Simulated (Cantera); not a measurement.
A Cantera script and what it prints.

```python
import numpy as np
import cantera as ct

gas_names = """
    B3O3F3 B2O2 F B2O3 F2 BF3 O
""".split()
cond_names = """
    B(b) B(L)
""".split()


# ... load() reads the species with a 1 bar reference pressure and builds the phases ...
species = {s.name: s for s in load("nasa_gas.yaml", gas_names) + load("nasa_condensed.yaml", cond_names)}
# Each term lists the table entries of one substance; the one whose range holds T is used.
reactions = {
    '2 B3O3F3(g) = 3 B2O2(g) + 6 F(g)':
        [(-2, ['B3O3F3']), (3, ['B2O2']), (6, ['F'])],
    'B2O3(g) + 3 F2(g) = 2 BF3(g) + 3 O(g)':
        [(-1, ['B2O3']), (-3, ['F2']), (2, ['BF3']), (3, ['O'])],
    'B2O2(g) = 2 O(g) + 2 B':
        [(-1, ['B2O2']), (2, ['O']), (2, ['B(b)', 'B(L)'])],
}


def pick(names, T):
    return next(species[n] for n in names if species[n].thermo.min_temp <= T <= species[n].thermo.max_temp)


results = []
for label, terms in reactions.items():
    print(label)
    print("     T/K   dH/kJ  dS/(J/K)   dG/kJ   log10 K")
    for T in [2700, 2725, 2750, 2775, 2800, 2825, 2850, 2875, 2900]:
        used = [(nu, pick(names, T)) for nu, names in terms]
        dH = sum(nu * s.thermo.h(T) for nu, s in used) / 1e6
        dS = sum(nu * s.thermo.s(T) for nu, s in used) / 1e3
        dG = dH - T * dS / 1e3
        logK = -dG * 1e6 / (ct.gas_constant * T * np.log(10))
        results.append((label, T, dH, dS, dG, logK, [s.name for _, s in used]))
        print(f"{T:8g} {dH:8.1f} {dS:8.1f} {dG:8.1f} {logK:8.2f}")
```

It prints:

```
2 B3O3F3(g) = 3 B2O2(g) + 6 F(g)
     T/K   dH/kJ  dS/(J/K)   dG/kJ   log10 K
    2700   3808.2   1003.1   1099.8   -21.28
    2725   3807.5   1002.8   1074.8   -20.60
    2750   3806.8   1002.6   1049.7   -19.94
    2775   3806.1   1002.3   1024.6   -19.29
    2800   3805.4   1002.1    999.6   -18.65
    2825   3804.7   1001.8    974.5   -18.02
    2850   3804.0   1001.6    949.5   -17.40
    2875   3803.3   1001.3    924.5   -16.80
    2900   3802.6   1001.1    899.4   -16.20
B2O3(g) + 3 F2(g) = 2 BF3(g) + 3 O(g)
     T/K   dH/kJ  dS/(J/K)   dG/kJ   log10 K
    2700   -674.9    112.8   -979.5    18.95
    2725   -674.7    112.9   -982.3    18.83
    2750   -674.6    112.9   -985.2    18.71
    2775   -674.4    113.0   -988.0    18.60
    2800   -674.3    113.0   -990.8    18.48
    2825   -674.1    113.1   -993.6    18.37
    2850   -674.0    113.1   -996.5    18.26
    2875   -673.8    113.2   -999.3    18.16
    2900   -673.7    113.3  -1002.1    18.05
B2O2(g) = 2 O(g) + 2 B
     T/K   dH/kJ  dS/(J/K)   dG/kJ   log10 K
    2700   1091.6    164.9    646.3   -12.50
    2725   1092.1    165.1    642.2   -12.31
    2750   1092.6    165.3    638.1   -12.12
    2775   1093.1    165.5    633.9   -11.93
    2800   1093.6    165.6    629.8   -11.75
    2825   1094.1    165.8    625.7   -11.57
    2850   1094.6    166.0    621.5   -11.39
    2875   1095.0    166.1    617.4   -11.22
    2900   1095.5    166.3    613.2   -11.04
```

Standard-state values (1 bar) from the NASA 1993 polynomials, evaluated with Cantera. Condensed species are held in their standard states even where they would react or evaporate.
